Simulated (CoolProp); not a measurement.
Methanol along the isobar 4.08 MPa: Z from the reference equation and from simpler models built on Tc = 513.4 K, pc = 8.216 MPa, ω = 0.565; each cubic takes its own stable root.

Computed with CoolProp (reference Helmholtz-energy equation of state, de Reuck 1993).

| T (K) | phase | reference | van der Waals | Redlich-Kwong | Soave-Redlich-Kwong | Peng-Robinson |
|---|---|---|---|---|---|---|
| 377.8 | liquid | 0.05848 | 0.1206 | ___ | 0.07702 | 0.06815 |
| 400.7 | liquid | ___ | 0.1192 | ___ | 0.07632 | 0.06744 |
| 423.7 | liquid | 0.05687 | 0.1198 | 0.08498 | 0.07685 | ___ |
| 446.6 | liquid | 0.05737 | 0.7286 | 0.08840 | 0.07923 | 0.06991 |
| 469.6 | liquid | 0.05976 | 0.7721 | 0.7262 | 0.08536 | 0.07537 |
| 492.5 | gas | 0.7317 | 0.8045 | 0.7739 | 0.7606 | 0.7422 |
| 515.5 | gas | 0.8020 | 0.8302 | 0.8094 | ___ | 0.7928 |
| 538.4 | gas | ___ | 0.8509 | 0.8369 | 0.8471 | 0.8302 |
| 561.3 | gas | 0.8733 | 0.8681 | 0.8589 | 0.8755 | 0.8594 |
| 584.3 | gas | 0.8931 | 0.8826 | 0.8771 | ___ | 0.8829 |
| 607.2 | gas | 0.9071 | 0.8950 | 0.8922 | 0.9166 | 0.9019 |

Task: What belongs in the gaps?

Result: 
- 377.8, Redlich-Kwong: 0.08398
- 400.7, reference: 0.05734
- 400.7, Redlich-Kwong: 0.08379
- 423.7, Peng-Robinson: 0.06785
- 515.5, Soave-Redlich-Kwong: 0.8104
- 538.4, reference: 0.8448
- 584.3, Soave-Redlich-Kwong: 0.8982

At some of these states van der Waals, Redlich-Kwong gives the other phase, because its saturation line lies elsewhere.
